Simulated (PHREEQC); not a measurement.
Consider water at 25 °C with 0.69 mol/kgw Na2SO4, 0.27 mol/kgw MgSO4 and 2.7 mol/kgw KBr. Closed to the air; pH follows from the charge balance.

The numbers come from PHREEQC with the Pitzer model, pitzer.dat.

| Quantity | Result |
|---|---|
| ionic strength | 5.85 mol/kgw |
| activity of water | 0.873 |
| density | 1.287 g/cm³ |
| osmotic coefficient | 0.943 |

```json
[
 {"species": "Br-", "molality": "2.70", "activity": "1.83", "log γ": "-0.169"},
 {"species": "K+", "molality": "2.70", "activity": "1.44", "log γ": "-0.274"},
 {"species": "Na+", "molality": "1.38", "activity": "0.974", "log γ": "-0.151"},
 {"species": "SO4-2", "molality": "0.960", "activity": "0.0145", "log γ": "-1.820"},
 {"species": "Mg+2", "molality": "0.270", "activity": "0.135", "log γ": "-0.301"},
 {"species": "MgOH+", "molality": "1.52e-6", "activity": "4.82e-7", "log γ": "-0.500"},
 {"species": "HSO4-", "molality": "1.42e-6", "activity": "5.26e-7", "log γ": "-0.431"},
 {"species": "H+", "molality": "1.62e-7", "activity": "3.80e-7", "log γ": "0.371"},
 {"species": "OH-", "molality": "5.64e-8", "activity": "2.33e-8", "log γ": "-0.385"}
]
```

This is a speciation only: nothing precipitates in the calculation. Saturation is exceeded, for instance for Arcanite, Glaserite; the values hold only as long as no solid forms.
